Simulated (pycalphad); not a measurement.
# Phase fractions of C-5.706B (wt.%)

Source of the numbers: pycalphad with the COST 507 light-alloy database (1999); pressure 1 atm. The data set is of 1999 and partly superseded. Phase fractions are per mole of atoms. Diffusion is slow at the low end, where real alloys seldom reach equilibrium.

| T (°C) | graphite | liquid | B4C |
|---|---|---|---|
| 3027 | 0.917 | 0.083 | - |
| 2927 | 0.922 | 0.078 | - |
| 2827 | 0.926 | 0.074 | - |
| 2727 | 0.930 | 0.070 | - |
| 2627 | 0.934 | 0.066 | - |
| 2527 | 0.937 | 0.063 | - |
| 2427 | 0.941 | 0.059 | - |
| 2327 | 0.947 | - | 0.053 |
| 2227 | 0.943 | - | 0.057 |
| 2127 | 0.940 | - | 0.060 |
| 2027 | 0.937 | - | 0.063 |
| 1927 | 0.934 | - | 0.066 |
| 1827 | 0.932 | - | 0.068 |
| 1727 | 0.930 | - | 0.070 |
| 1627 | 0.928 | - | 0.072 |
| 1527 | 0.926 | - | 0.074 |
| 1427 | 0.925 | - | 0.075 |
| 1327 | 0.924 | - | 0.076 |
| 1227 | 0.923 | - | 0.077 |
| 1127 | 0.922 | - | 0.078 |
| 1027 | 0.922 | - | 0.078 |
| 927 | 0.922 | - | 0.078 |
| 827 | 0.921 | - | 0.079 |
| 727 | 0.921 | - | 0.079 |
| 627 | 0.921 | - | 0.079 |
| 527 | 0.921 | - | 0.079 |
| 427 | 0.921 | - | 0.079 |
| 327 | 0.921 | - | 0.079 |
| 227 | 0.921 | - | 0.079 |

Database names, with the compositions (at.%) that they take in these runs: B4C: B 80 C 20.
